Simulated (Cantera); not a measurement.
Feed: 1 mol BN, 320 mol H₂, 6.6 mol N₂, at 0.000730 bar.

These are equilibrium values from Cantera (NASA tables, ideal gas, pure condensed phases), not measurements of a reactor. Candidate condensed phases: B, BN; 15 gas species. The tables' values for BH₂ are old estimates; treat these amounts as uncertain. Equilibrium is a limit: real reactors are often held back by kinetics, nucleation or transport.

x: gas mole fraction; n: condensed amount in mol.

```tsv
T (K)	x H₂	x H	x N₂	x BH₂	x B	x BH	n BN(s)	n B(s)
1625	0.977	0.00258	0.0202	2.85e-6	7.37e-9	2.45e-9	0.999	0
1675	0.976	0.00424	0.0202	7.56e-6	4.37e-8	1.11e-8	0.997	0
1725	0.973	0.00678	0.0201	1.89e-5	2.34e-7	4.60e-8	0.994	0
1775	0.969	0.0105	0.0201	4.48e-5	1.13e-6	1.75e-7	0.985	0
1825	0.964	0.0160	0.0201	0.000101	5.05e-6	6.21e-7	0.965	0
1875	0.955	0.0237	0.0214	0.000207	1.98e-5	1.95e-6	0	0.924
1925	0.944	___	0.0213	0.000282	___	___	0	0.888
1975	0.929	0.0488	0.0212	0.000376	0.000120	7.85e-6	0	0.831
2025	0.910	___	0.0210	0.000491	___	___	0	___
2075	0.885	0.0928	0.0207	0.000627	0.000608	2.71e-5	0	0.566
```

Fill in the missing entries.


- 2025, x H: 0.0680
- 2025, x B: 0.000275
- 2025, x BH: 1.49e-5
- 2025, n B(s): 0.735
- 1925, x H: 0.0344
- 1925, x B: 4.99e-5
- 1925, x BH: 3.99e-6
